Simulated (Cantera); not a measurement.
A perfectly stirred reactor is fed with CH4 : C2H6 : C3H8 : O2 : N2 = 1 : 0.31 : 0.051 : 8.15 : 30.6 (molar parts), equivalence ratio 0.41, at 13500 Torr; it is adiabatic with a 300 K inlet, and is followed from long to short residence time, starting on the burning branch (τ in s: 0.17, 0.05, 0.014, 0.0041, 0.0012, 0.00034, 9.7e-05, 2.8e-05, 8e-06).

Detailed kinetics in Cantera: GRI-Mech 3.0 (53 species, 325 reactions). The pressure lies above the range GRI-Mech 3.0 was tuned for (to about 10 atm).

Task: What does this change do: inlet temperature 300 to 625 K?

Result: 
```tsv
quantity	before	after
blow-out, bracketed by the residence times tried	burning at 50.0 ms, out at 14.0 ms	burning at 1.20 ms, out at 0.340 ms
x(CH4) at τ = 0.170 s	0.000141	3.94e-6
x(C2H6) at τ = 0.170 s	1.02e-5	2.75e-7
x(C3H8) at τ = 0.170 s	1.75e-6	4.79e-8
x(CO2) at τ = 0.170 s	0.0421	0.0439
x(NO2) at τ = 0.170 s	4.88e-8	2.74e-8
x(CH4) at τ = 1.20 ms	0.0249	0.000742
x(C2H6) at τ = 1.20 ms	0.00773	6.23e-5
x(C3H8) at τ = 1.20 ms	0.00127	1.00e-5
x(CO2) at τ = 1.20 ms	<1e-12	0.0328
x(NO2) at τ = 1.20 ms	<1e-12	4.67e-8
```
